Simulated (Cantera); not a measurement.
Cantera run, input and output.

```python
import numpy as np
import cantera as ct

gas = ct.Solution("gri30.yaml")
gas.TPX = 325, 1300000, {'CH3OH': 1, 'O2': 2.34, 'N2': 8.81}
inlet = ct.Reservoir(gas, clone=True)
gas.equilibrate("HP")  # start burning
reactor = ct.IdealGasConstPressureReactor(gas, energy="on", clone=False)
exhaust = ct.Reservoir(gas, clone=True)
tau = [0.24, 0.079, 0.026, 0.0085, 0.0028, 0.00092, 0.0003, 9.9e-05, 3.2e-05, 1.1e-05, 3.5e-06][0]
for a, b in ((inlet, reactor), (reactor, exhaust)):
    ct.MassFlowController(a, b, mdot=lambda t: reactor.mass / tau)
net = ct.ReactorNet([reactor])
show = ['CH3OH', 'O2', 'H2O', 'CH4', 'HCO']

rows = []
print(f"{'tau/s':>10s}{'T/K':>9s}" + "".join(f"{s:>11s}" for s in show))
for tau in [0.24, 0.079, 0.026, 0.0085, 0.0028, 0.00092, 0.0003, 9.9e-05, 3.2e-05, 1.1e-05, 3.5e-06]:
    net.initial_time = 0.0
    net.advance(30 * tau)
    before = gas.X
    net.advance(40 * tau)
    drift = np.max(np.abs(gas.X - before) / (gas.X + 1e-9))
    rows.append([gas.T, *gas[show].X, drift])
    print(f"{tau:10.3e}{gas.T:9.1f}" + "".join(f"{x:11.3e}" for x in gas[show].X))
```

It prints:

```
     tau/s      T/K      CH3OH         O2        H2O        CH4        HCO
 2.400e-01   1810.1  4.841e-07  6.630e-02  1.579e-01  1.054e-08  1.329e-09
 7.900e-02   1809.6  1.355e-06  6.633e-02  1.578e-01  2.505e-08  4.041e-09
 2.600e-02   1808.3  3.531e-06  6.638e-02  1.578e-01  4.786e-08  1.231e-08
 8.500e-03   1805.5  8.668e-06  6.650e-02  1.576e-01  7.544e-08  3.775e-08
 2.800e-03   1799.5  2.055e-05  6.681e-02  1.574e-01  1.101e-07  1.150e-07
 9.200e-04   1785.8  4.978e-05  6.760e-02  1.570e-01  1.784e-07  3.528e-07
 3.000e-04   1747.2  1.439e-04  7.013e-02  1.559e-01  4.606e-07  1.108e-06
 9.900e-05    325.0  8.230e-02  1.926e-01 -8.878e-16 -3.662e-20 -3.930e-38
 3.200e-05    325.0  8.230e-02  1.926e-01 -4.875e-19 -2.011e-23  3.742e-46
 1.100e-05    325.0  8.230e-02  1.926e-01 -3.079e-20 -1.270e-24 -2.019e-47
 3.500e-06    325.0  8.230e-02  1.926e-01 -1.945e-21 -8.022e-26 -1.318e-48
```

Model: GRI-Mech 3.0 (53 species, 325 reactions), integrated in Cantera. GRI-Mech 3.0 was tuned for natural gas; its chemistry of methanol as a main component is partial and can be far from experiment. The pressure lies above the range GRI-Mech 3.0 was tuned for (to about 10 atm).
